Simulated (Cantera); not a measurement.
Input: 1 mol C2H6, 0.85 mol NH3, 0.55 mol H2O, held at 1.00 bar.

Method: chemical equilibrium by Gibbs-energy minimisation in Cantera with the NASA 1993 tables (ideal gas, pure condensed phases). Candidate condensed phases: C, C6H6, C7H8, C8H18, H2O; 136 gas species. Kinetics and transport are ignored. All values below are at 2598 K.

Base state: H2 0.777, CO 0.0932, N2 0.0610, H 0.0336, HCN 0.0195, C2H2 (acetylene) 0.0125, HNC 0.00255, C4H2 8.34e-5 (mole fractions); condensed: C(graphite).

Task: What changes in the equilibrium state with this change: H2O from 0.55 to 0.027 mol?

Result: 
```
species            before    after
----------------  -------  -------
H2                  0.777    0.845
N2                 0.0610   0.0750
H                  0.0336   0.0350
CO                 0.0932  0.00558
HCN                0.0195   0.0226
C2H2 (acetylene)   0.0125   0.0136
C2N2              8.34e-6  1.03e-5
CH4               7.79e-5  9.20e-5
HNC               0.00255  0.00295
CH3               5.91e-5  6.70e-5
C(graphite), mol     1.17     1.71
```
